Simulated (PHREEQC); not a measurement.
Consider water at 5.5 °C with 0.25 mol NH4Cl, 0.008 mol K2HPO4 and 0.00012 mol KCl per kg of water. Closed to the air; pH follows from the charge balance.

Computed with PHREEQC (ion-association model, phreeqc.dat).

This is a speciation only: nothing precipitates in the calculation.

Task: Order these P species by the share of P that they hold, largest first: H2PO4-, HPO4-2, KHPO4-.

Result: HPO4-2 (87 %), H2PO4- (12 %), KHPO4- (0.72 %)

The pH is 7.69 and the ionic strength 0.272 mol/kgw. At this temperature some constants are extrapolated from 25 °C, and those without enthalpy data are left unchanged.
